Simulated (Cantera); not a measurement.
**Equilibrium for boron, boron nitride and boron oxide: B + O₂ + NH₃**

Charge: 1 mol B, 0.67 mol O₂, 4.2 mol NH₃, equilibrated at 0.0133 bar.

Equilibrium computed with Cantera from the NASA thermochemical tables; the gas is ideal and each condensed phase is pure. Candidate condensed phases: B, BN, B₂O₃, B₃O₃H₃, H₂O; 39 gas species. The numbers say what is thermodynamically allowed, not how fast it happens.

```json
[
 {"T (°C)": "1500", "log p H₂": "-2.04", "log p N₂": "-2.50", "log p H": "-4.57", "log p HBO": "-3.33", "log p BO": "-4.59", "log p B₂O₃": "-3.51", "log p HBO₂": "-3.71"},
 {"T (°C)": "1550", "log p H₂": "-2.04", "log p N₂": "-2.50", "log p H": "-4.39", "log p HBO": "-3.32", "log p BO": "-4.42", "log p B₂O₃": "-3.53", "log p HBO₂": "-3.69"},
 {"T (°C)": "1600", "log p H₂": "-2.05", "log p N₂": "-2.50", "log p H": "-4.21", "log p HBO": "-3.31", "log p BO": "-4.26", "log p B₂O₃": "-3.55", "log p HBO₂": "-3.67"},
 {"T (°C)": "1650", "log p H₂": "-2.05", "log p N₂": "-2.50", "log p H": "-4.05", "log p HBO": "-3.31", "log p BO": "-4.12", "log p B₂O₃": "-3.57", "log p HBO₂": "-3.65"},
 {"T (°C)": "1700", "log p H₂": "-2.05", "log p N₂": "-2.51", "log p H": "-3.89", "log p HBO": "-3.31", "log p BO": "-3.98", "log p B₂O₃": "-3.60", "log p HBO₂": "-3.64"},
 {"T (°C)": "1750", "log p H₂": "-2.05", "log p N₂": "-2.51", "log p H": "-3.75", "log p HBO": "-3.31", "log p BO": "-3.86", "log p B₂O₃": "-3.63", "log p HBO₂": "-3.62"},
 {"T (°C)": "1800", "log p H₂": "-2.06", "log p N₂": "-2.51", "log p H": "-3.61", "log p HBO": "-3.32", "log p BO": "-3.74", "log p B₂O₃": "-3.66", "log p HBO₂": "-3.61"},
 {"T (°C)": "1850", "log p H₂": "-2.06", "log p N₂": "-2.51", "log p H": "-3.48", "log p HBO": "-3.34", "log p BO": "-3.64", "log p B₂O₃": "-3.69", "log p HBO₂": "-3.60"},
 {"T (°C)": "1900", "log p H₂": "-2.07", "log p N₂": "-2.51", "log p H": "-3.35", "log p HBO": "-3.36", "log p BO": "-3.54", "log p B₂O₃": "-3.73", "log p HBO₂": "-3.59"},
 {"T (°C)": "1950", "log p H₂": "-2.08", "log p N₂": "-2.52", "log p H": "-3.23", "log p HBO": "-3.38", "log p BO": "-3.46", "log p B₂O₃": "-3.78", "log p HBO₂": "-3.58"},
 {"T (°C)": "2000", "log p H₂": "-2.08", "log p N₂": "-2.52", "log p H": "-3.12", "log p HBO": "-3.41", "log p BO": "-3.39", "log p B₂O₃": "-3.83", "log p HBO₂": "-3.58"}
]
```
log p: log10 of the partial pressure in bar; nothing condenses.

From 1500 °C to 2000 °C nothing is condensed. The main B-bearing gas is B₂O₃ at 1500 °C and BO at 2000 °C.
